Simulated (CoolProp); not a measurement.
A Linde-Hampson liquefier for ethylene: isothermal reversible compression at 320 K from 1 atm to 15 MPa, throttling to 1 atm, return gas leaving the recuperator 0 K below the feed. Each further row changes one setting.

Computed with CoolProp (reference Helmholtz-energy equation of state, Smukala 2000).

```tsv
case	liquid yield per pass	compression work (kJ/kg of gas)
as stated	?	404
high pressure 30 MPa	?	?
warm-end temperature 350 K	?	465
warm-end gap 5 K	?	404
```

Task: What belongs in the gaps?

Result: 
- as stated, liquid yield per pass: 0.395
- high pressure 30 MPa, liquid yield per pass: 0.429
- high pressure 30 MPa, compression work (kJ/kg of gas): 444
- warm-end temperature 350 K, liquid yield per pass: 0.291
- warm-end gap 5 K, liquid yield per pass: 0.388
